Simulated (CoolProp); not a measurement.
Computed with CoolProp (reference Helmholtz-energy equation of state, Wu 2012).

### Question
For fluoroethane (R161), give the phase and the cp (kJ/(kg K)), fugacity coefficient at 450 K and 2.73 MPa.

### Answer
- 450 K and 2.73 MPa: gas; cp 1.85, fugacity coefficient 0.898
